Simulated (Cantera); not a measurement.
Cantera with NASA thermochemical tables; ideal gases at 1 bar, condensed phases pure. Values are per mole of reaction as written; species without (g) are pure solids or liquids, kept so even where they would boil at 1 bar. TaC: taken at fixed stoichiometry.

### Question
Between 748 and 998 K, where is each reaction favourable under standard conditions?
- 8 CO(g) + 6 TaC + 7 H2O(g) = 7 C2H2(g) + 3 Ta2O5
- Ta2O5 + 5 H2(g) = 5 H2O(g) + 2 Ta

### Answer
- 8 CO(g) + 6 TaC + 7 H2O(g) = 7 C2H2(g) + 3 Ta2O5: ΔG° is -128 kJ at 748 K and 176 kJ at 998 K; it changes sign between 848 and 898 K. ΔH° is -1016 kJ and ΔS° -1194 J/K at 998 K.
- Ta2O5 + 5 H2(g) = 5 H2O(g) + 2 Ta: ΔG° is 681 kJ at 748 K and 643 kJ at 998 K; it stays positive (K < 1). ΔH° is 786 kJ and ΔS° 143 J/K at 998 K.
